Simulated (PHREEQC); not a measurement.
Make-up at 61 °C: 4.3e-05 mol Ag2SO4, 0.034 mol KBr and 0.0038 mol Na2SO4 per kg of water. Closed to the air; pH follows from the charge balance.

Equilibrium calculation in PHREEQC: ion-association model, wateq4f.dat.

This is a speciation only: nothing precipitates in the calculation.

Task: Order these Ag species by the share of Ag that they hold, largest first: AgBr3-2, AgBr, AgBr2-.

Result: AgBr3-2 (57 %), AgBr2- (42 %), AgBr (1.1 %)

The pH is 6.56 and the ionic strength 0.0442 mol/kgw. Saturation is exceeded, for instance for Bromyrite; the values hold only as long as no solid forms. At this temperature some constants are extrapolated from 25 °C, and those without enthalpy data are left unchanged.
